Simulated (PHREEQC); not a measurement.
Consider water at 80 °C with 0.059 mol CuCl2 and 0.26 mol Na2SO4 per kg of water. Closed to the air; pH follows from the charge balance.

Computed with PHREEQC (ion-association model, phreeqc.dat).

Question: The ionic strength comes out as 0.679 mol/kgw. What activity coefficients do Cu2(OH)2+2, Cu+2, SO4-2, CuOH+, NaSO4- get?

Answer: Cu2(OH)2+2 0.27, Cu+2 0.20, SO4-2 0.15, CuOH+ 0.60, NaSO4- 0.65.

No solid was allowed to form. Constants without temperature data keep their 25 °C values here.
